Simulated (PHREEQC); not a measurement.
## Spent oxide etchant (model solution)

Dissolve 3.1 mmol/kgw NH4HF2, 18 mmol/kgw H2SiF6 and 0.47 mmol/kgw H2SO4 at 25 °C. Closed to the air; pH follows from the charge balance.

Equilibrium calculation in PHREEQC: ion-association model, phreeqc.dat.

No solid was allowed to form.

**Question.** What pH, density, ionic strength does the model give?

**Answer.** pH 1.55; density 0.999 g/cm³; ionic strength 0.0543 mol/kgw.

**Question.** In which forms is Si present?

**Answer.** SiF6-2 99 %, H4SiO4 1.4 % of the Si.

Saturation is exceeded, for instance for Quartz (slow to form); the values hold only as long as no solid forms. SiF6-2 is the database's only silicon fluoride.
